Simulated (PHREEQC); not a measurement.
1 kg of water holding 0.028 mol/kgw MgCl2 and 0.24 mol/kgw NaCl meets 20 L of dry gas (CO2 0.34, CH4 0.66 by moles) at fixed total pressure, at 40 °C; fugacities by Peng-Robinson. The gases take part in no redox reaction, some water evaporates into the gas, and hydrates or a liquid gas phase aren't modelled. No solid was allowed to form.

The numbers come from PHREEQC with the ion-association model, phreeqc.dat.

```tsv
P (atm)	dissolved CO2 (all carbonate carbon) (mol/kgw)	φ of CO2	p of CO2 (atm)	dissolved CH4 (mol/kgw)	φ of CH4	p of CH4 (atm)	pH
2	0.0142	0.991	0.644	0.00145	0.996	1.28	4.01
5	0.0355	…	1.65	0.00368	0.991	3.28	3.81
10	0.0695	…	3.32	0.00729	…	6.60	3.66
20	0.132	0.912	6.67	0.0142	…	13.2	3.52
30	0.187	0.870	10.0	0.0207	0.948	19.9	3.44
40	0.236	0.830	13.4	0.0267	0.932	26.5	3.39
50	0.278	0.791	16.8	0.0325	0.917	33.1	3.35
75	0.361	0.702	25.2	0.0454	…	49.7	3.29
100	0.414	0.623	33.7	0.0568	0.855	66.2	3.26
150	0.468	0.499	50.7	0.0757	0.810	99.1	3.22
200	0.489	0.418	67.7	0.0909	0.777	132	3.20
300	0.513	0.334	102	0.114	0.738	198	3.17
400	0.531	0.296	136	0.132	0.728	264	3.14
```

Problem. Some entries are withheld; supply them.

Solution. 
- 5, φ of CO2: 0.977
- 10, φ of CO2: 0.955
- 10, φ of CH4: 0.982
- 20, φ of CH4: 0.964
- 75, φ of CH4: 0.883

Complexes and solids missing from the database can't appear. Away from 25 °C the constants follow the database's enthalpies or fits; those with neither stay at their 25 °C values.
